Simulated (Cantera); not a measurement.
Cantera run:

```python
import numpy as np
import cantera as ct

gas_names = """

""".split()
cond_names = """
    Ni3S4(s) Ni(cr) Ni(L) NiS2(s) NiS2(L) NiS(b) NiS(a) NiS(L) S(cr1) S(cr2) S(L)
""".split()


# ... load() reads the species with a 1 bar reference pressure and builds the phases ...
species = {s.name: s for s in load("nasa_gas.yaml", gas_names) + load("nasa_condensed.yaml", cond_names)}
# Each term lists the table entries of one substance; the one whose range holds T is used.
reactions = {
    'Ni3S4 = Ni + 2 NiS2':
        [(-1, ['Ni3S4(s)']), (1, ['Ni(cr)', 'Ni(L)']), (2, ['NiS2(s)', 'NiS2(L)'])],
    'NiS2 = NiS + S':
        [(-1, ['NiS2(s)', 'NiS2(L)']), (1, ['NiS(b)', 'NiS(a)', 'NiS(L)']), (1, ['S(cr1)', 'S(cr2)', 'S(L)'])],
}


def pick(names, T):
    return next(species[n] for n in names if species[n].thermo.min_temp <= T <= species[n].thermo.max_temp)


results = []
for label, terms in reactions.items():
    print(label)
    print("     T/K   dH/kJ  dS/(J/K)   dG/kJ   log10 K")
    for T in [350, 375, 400, 425, 450, 475, 500, 525, 550, 575]:
        used = [(nu, pick(names, T)) for nu, names in terms]
        dH = sum(nu * s.thermo.h(T) for nu, s in used) / 1e6
        dS = sum(nu * s.thermo.s(T) for nu, s in used) / 1e3
        dG = dH - T * dS / 1e3
        logK = -dG * 1e6 / (ct.gas_constant * T * np.log(10))
        results.append((label, T, dH, dS, dG, logK, [s.name for _, s in used]))
        print(f"{T:8g} {dH:8.1f} {dS:8.1f} {dG:8.1f} {logK:8.2f}")
```

Result:

```
Ni3S4 = Ni + 2 NiS2
     T/K   dH/kJ  dS/(J/K)   dG/kJ   log10 K
     350     38.4    -12.6     42.8    -6.39
     375     38.3    -12.7     43.1    -6.00
     400     38.2    -13.0     43.4    -5.67
     425     38.1    -13.4     43.8    -5.38
     450     37.9    -13.9     44.1    -5.12
     475     37.6    -14.4     44.5    -4.89
     500     37.3    -15.1     44.8    -4.68
     525     36.9    -15.8     45.2    -4.50
     550     36.5    -16.5     45.6    -4.33
     575     36.1    -17.3     46.0    -4.18
NiS2 = NiS + S
     T/K   dH/kJ  dS/(J/K)   dG/kJ   log10 K
     350     43.5     13.1     38.9    -5.81
     375     44.0     14.3     38.6    -5.38
     400     45.8     19.2     38.2    -4.99
     425     46.2     20.0     37.7    -4.63
     450     46.6     21.0     37.2    -4.32
     475     47.1     22.0     36.6    -4.03
     500     47.6     23.0     36.1    -3.77
     525     48.0     23.9     35.5    -3.53
     550     48.5     24.7     34.9    -3.31
     575     48.9     25.4     34.3    -3.11
```

Source: NASA polynomial tables (part measured, part estimated), evaluated in Cantera. Condensed species are held in their standard states even where they would react or evaporate.
